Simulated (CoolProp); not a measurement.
A simple Rankine cycle with R114: condensing at 326.15 K, boiler at 1.43 MPa, turbine inlet 388.6 K, turbine efficiency 0.9, pump efficiency 0.7, no recuperator. Each further row changes one setting.

Values from CoolProp's reference Helmholtz-energy equation of state, Platzer 1990. This equation is an older, rougher fit; its heat capacities, sound speeds and derivatives of the liquid may be far off and weren't checked against measurements.

```csv
case,thermal efficiency (%),net work (kJ/kg),heat in (kJ/kg),turbine exit temperature (K),volume ratio over the turbine
as stated,9.0,13.9,154,?,?
turbine inlet 408.6 K,8.9,15.3,172,377.5,3.10
condensing temperature 318.15 K,10.4,16.9,?,351.1,3.99
boiler pressure 1 MPa,6.3,10.1,160,368.7,2.12
turbine efficiency 0.8,8.0,12.2,154,358.5,3.24
```

Q: What belongs in the gaps?

A: 
- as stated, turbine exit temperature (K): 356.4
- as stated, volume ratio over the turbine: 3.21
- condensing temperature 318.15 K, heat in (kJ/kg): 162
